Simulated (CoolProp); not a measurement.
Vapour-liquid equilibrium of fluoroethane (R161) (1) + R134a (2) at 691 kPa; x and y are mole fractions of (1).

Model: multi-fluid Helmholtz-energy mixture model, Wu 2012 and Tillner-Roth 1994; pair parameters Bell 2016, in CoolProp.

| x | bubble temperature, mixture model (K) | bubble temperature, Raoult's law (K) | y, mixture model | y, Raoult's law |
|---|---|---|---|---|
| 0.05 | 299.0 | 298.8 | 0.060 | 0.068 |
| 0.2 | 297.6 | 296.9 | 0.237 | 0.258 |
| 0.35 | 296.1 | 295.1 | 0.407 | 0.430 |
| 0.5 | 294.4 | 293.3 | 0.569 | 0.584 |
| 0.65 | 292.5 | 291.6 | 0.717 | 0.724 |
| 0.8 | 290.6 | 290.0 | 0.850 | 0.850 |
| 0.95 | 288.6 | 288.4 | 0.966 | 0.964 |

The largest gap from Raoult's law is +1.1 K in bubble temperature, at x = 0.5. No azeotrope shows between x = 0.05 and 0.95.

The pair parameters rest on a limited set of measurements; away from them the model extrapolates.
